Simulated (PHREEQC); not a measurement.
1 g of hydrous ferric oxide (600 m²/g; 0.2 weak and 0.005 strong sites per Fe, Dzombak-Morel constants, diffuse double layer) in 1 kg of water with 0.3 mol/kgw of an inert sodium salt and 8.9e-05 mol/kgw CaCl2, 5.3e-06 mol/kgw MnCl2 and 0.0013 mol/kgw SrCl2, at 25 °C; the pH is set by adding NaOH or the inert anion's acid. No oxygen is let in. CO2 from the air is kept out. Precipitation was switched off in this run.

The series has 17 steps of pH, from 3 to 9.

The numbers come from PHREEQC with the ion-association model, wateq4f.dat.

**Question.** Near which pH is half of the Ca sorbed, and on which side is more sorbed?

**Answer.** Near pH 8.9, with more sorbed at higher pH.

**Question.** Near which pH is half of the Mn sorbed, and on which side is more sorbed?

**Answer.** Near pH 6.5, with more sorbed at higher pH.

Complexes and solids missing from the database can't appear. The oxide is taken as insoluble; below pH 4 it would dissolve.
